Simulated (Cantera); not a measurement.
**Reactions in the system B-Cl-N-O**

Standard-state values (1 bar) from the NASA 1993 polynomials, evaluated with Cantera. Values are per mole of reaction as written; species without (g) are pure solids or liquids, kept so even where they would boil at 1 bar. The tables' values for BOCl are old estimates.

BOCl(g) + N2(g) ⇌ NO(g) + BN + Cl(g)

```tsv
T (K)	ΔH° (kJ)	ΔS° (J/K)	ΔG° (kJ)	log10 K
1998	292.8	-25.6	343.9	-8.99
2048	293.3	-25.3	345.1	-8.80
2098	293.8	-25.1	346.4	-8.62
2148	294.3	-24.8	347.6	-8.45
2198	294.9	-24.6	348.9	-8.29
2248	295.4	-24.3	350.1	-8.13
2298	295.9	-24.1	351.3	-7.98
2348	296.4	-23.9	352.5	-7.84
2398	296.9	-23.7	353.7	-7.70
2448	297.4	-23.5	354.9	-7.57
```
